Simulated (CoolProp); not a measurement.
The numbers come from the reference Helmholtz-energy equation of state, Lemmon 2005 in CoolProp. It is a short technical equation, of lower accuracy than the large ones.

Q: For trans-2-butene, give the phase and the density (kg/m³), cp (kJ/(kg K)), expansivity (1/kK), fugacity coefficient at 157.55 °C and 11.8 MPa; 181.15 °C and 11.8 MPa; 228.25 °C and 11.8 MPa.

A: 
- 157.55 °C and 11.8 MPa: supercritical; density 448, cp 2.99, expansivity 3.70, fugacity coefficient 0.307
- 181.15 °C and 11.8 MPa: supercritical; density 406, cp 3.19, expansivity 4.69, fugacity coefficient 0.383
- 228.25 °C and 11.8 MPa: supercritical; density 308, cp 3.52, expansivity 6.89, fugacity coefficient 0.529
